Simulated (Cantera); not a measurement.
Input: 1 mol SiC, 1.3 mol H2O, 380 mol N2, 1 mol O2, held at 100000 Pa.

Cantera equilibrium calculation (NASA polynomials, part measured and part estimated; ideal gas, pure solids and liquids). Candidate condensed phases: C, C6H6, C7H8, C8H18, H2O, Si, SiC, SiO2, Si2N2O, Si3N4; 151 gas species. Kinetics and transport are ignored. All values below are at 975 K.

Base state: N2 0.994, H2 0.00304, CO 0.00220, CO2 0.000421, H2O 0.000364 (mole fractions); condensed: SiO2(β-quartz).

Q: What changes in the equilibrium state with this change: O2 from 1 to 0.03 mol?

A: 
```json
[
 {"species": "N2", "before": "0.994", "after": "0.996"},
 {"species": "H2", "before": "0.00304", "after": "0.00341"},
 {"species": "CO", "before": "0.00220", "after": "0.000218"},
 {"species": "CO2", "before": "0.000421", "after": "4.58e-8"},
 {"species": "H2O", "before": "0.000364", "after": "4.47e-7"},
 {"species": "SiO2(β-quartz), mol", "before": "1.00", "after": "0.518"},
 {"species": "C(graphite), mol", "before": "0", "after": "0.916"},
 {"species": "Si2N2O(s), mol", "before": "0", "after": "0.241"}
]
```
N2 is the only nitrogen source here; it is nearly inert below about 1500 K, so the nitride shown seldom forms there in practice.

Q: What changes in the equilibrium state with this change: O2 from 1 to 0.0056 mol?

A: 
```tsv
species	before	after
N2	0.994	0.996
H2	0.00304	0.00341
CO	0.00220	0.000218
CO2	0.000421	4.58e-8
H2O	0.000364	4.47e-7
SiO2(β-quartz), mol	1.00	0.485
C(graphite), mol	0	0.916
Si2N2O(s), mol	0	0.257
```
N2 is the only nitrogen source here; it is nearly inert below about 1500 K, so the nitride shown seldom forms there in practice.
